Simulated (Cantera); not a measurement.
Cantera run, input and output.

```python
import numpy as np
import cantera as ct

gas = ct.Solution("gri30.yaml")
gas.TPX = 1525, 500000, {'CH4': 1, 'C2H6': 0.23, 'C3H8': 0.27, 'O2': 2.19, 'N2': 8.22, 'H2O': 0.76}
reactor = ct.IdealGasReactor(gas, energy="on", clone=False)
net = ct.ReactorNet([reactor])
net.rtol, net.atol = 1e-08, 1e-16
show = ['CH4', 'C2H6', 'C3H8', 'HCN', 'NO', 'O2', 'H2O']
times = np.geomspace(3e-06, 0.1, 12)

steps = ct.SolutionArray(gas, extra=["t"])
rows = []
print(f"{'t/s':>10s}{'T/K':>9s}{'P/Pa':>11s}" + "".join(f"{s:>11s}" for s in show))
for t in times:
    while net.time < t:
        t_next = net.step()
        steps.append(gas.state, t=t_next)
    rows.append([np.interp(t, steps.t, y) for y in (steps.T, steps.P, *steps(*show).X.T)])
    print(f"{t:10.3e}{rows[-1][0]:9.1f}{rows[-1][1]:11.4g}" + "".join(f"{x:11.3e}" for x in rows[-1][2:]))
rate = np.gradient(steps.T, steps.t)
print("integrator steps:", len(steps.t))
if steps.T.max() > steps.T[0] + 200:
    print(f"time of steepest temperature rise: {steps.t[rate.argmax()]:.4e} s")
gas.TPX = 1525, 500000, {'CH4': 1, 'C2H6': 0.23, 'C3H8': 0.27, 'O2': 2.19, 'N2': 8.22, 'H2O': 0.76}
gas.equilibrate("UV")
print(f"equilibrium (UV): T = {gas.T:.1f} K  " + "  ".join(f"{s} {gas[s].X[0]:.3e}" for s in show))
```

Result:

```
       t/s      T/K       P/Pa        CH4       C2H6       C3H8        HCN         NO         O2        H2O
 3.000e-06   1520.5  4.992e+05  7.865e-02  1.783e-02  2.048e-02  3.058e-13  5.674e-13  1.722e-01  6.026e-02
 7.732e-06   1522.6  5.015e+05  7.769e-02  1.713e-02  1.841e-02  5.164e-12  6.427e-12  1.701e-01  6.183e-02
 1.993e-05   1557.3    5.2e+05  7.316e-02  1.386e-02  1.139e-02  7.177e-11  7.776e-11  1.596e-01  7.010e-02
 5.136e-05   2861.0  1.121e+06  2.210e-10  2.252e-20  5.284e-30  2.901e-06  4.468e-04  1.042e-04  1.622e-01
 1.324e-04   2859.2   1.12e+06  1.919e-10  1.425e-20  2.418e-30  4.945e-07  5.738e-04  1.049e-04  1.621e-01
 3.412e-04   2858.3   1.12e+06  1.937e-10  1.448e-20  2.474e-30  5.992e-07  7.037e-04  1.039e-04  1.620e-01
 8.793e-04   2858.0   1.12e+06  1.942e-10  1.455e-20  2.489e-30  6.256e-07  7.364e-04  1.037e-04  1.620e-01
 2.266e-03   2858.0   1.12e+06  1.942e-10  1.455e-20  2.489e-30  6.260e-07  7.369e-04  1.037e-04  1.620e-01
 5.841e-03   2858.0   1.12e+06  1.942e-10  1.455e-20  2.489e-30  6.260e-07  7.369e-04  1.037e-04  1.620e-01
 1.505e-02   2858.0   1.12e+06  1.942e-10  1.455e-20  2.489e-30  6.260e-07  7.369e-04  1.037e-04  1.620e-01
 3.880e-02   2858.0   1.12e+06  1.942e-10  1.455e-20  2.489e-30  6.260e-07  7.369e-04  1.037e-04  1.620e-01
 1.000e-01   2858.0   1.12e+06  1.942e-10  1.455e-20  2.489e-30  6.260e-07  7.369e-04  1.037e-04  1.620e-01
integrator steps: 1643
time of steepest temperature rise: 3.3164e-05 s
equilibrium (UV): T = 2858.0 K  CH4 2.191e-10  C2H6 1.798e-20  C3H8 3.328e-30  HCN 6.260e-07  NO 7.369e-04  O2 1.037e-04  H2O 1.620e-01
```

Model: GRI-Mech 3.0 (53 species, 325 reactions), integrated in Cantera. GRI-Mech 3.0 was tuned for natural gas; its chemistry of propane as a main component is partial and can be far from experiment.
